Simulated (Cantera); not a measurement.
**Equilibrium for carbon deposition, reforming and gasification: acetone + CO2**

Feed: 1 mol acetone, a varied amount of CO2, at 2200 K and 1 atm.

Equilibrium computed with Cantera from the NASA thermochemical tables; the gas is ideal and each condensed phase is pure. Candidate condensed phases: C, C6H6, C7H8, C8H18, H2O; 110 gas species. The feed counts by its element totals alone. The numbers say what is thermodynamically allowed, not how fast it happens.

```
n(CO2) (mol)   x CO   x H2    x H2O    x CO2      x H  x C2H2 (acetylene)      x OH  n C(graphite)
------------  -----  -----  -------  -------  -------  ------------------  --------  -------------
0.38          0.369  0.625  1.33e-5  1.49e-6  0.00442             0.00160   1.32e-8           1.60
0.51          0.402  0.592  1.37e-5  1.76e-6  0.00431             0.00152   1.39e-8           1.47
0.69          0.441  0.553  1.41e-5  2.13e-6  0.00416             0.00142   1.48e-8           1.29
0.93          0.487  0.508  1.43e-5  2.60e-6  0.00399             0.00130   1.57e-8           1.05
1.2           0.530  0.465  1.42e-5  3.08e-6  0.00381             0.00119   1.63e-8          0.784
1.7           0.594  0.402  1.38e-5  3.85e-6  0.00355             0.00103   1.70e-8          0.284
2.2           0.627  0.345   0.0181  0.00622  0.00329            4.23e-10   2.41e-5              0
3             0.630  0.256   0.0756   0.0353  0.00283            9.97e-12  0.000117              0
```
x: gas mole fraction; n: condensed amount in mol.

From 0.38 mol CO2 to 1.7 mol CO2 the condensed part is C(graphite). From 2.2 mol CO2 to 3 mol CO2 nothing is condensed. The main C-bearing gas is CO throughout.
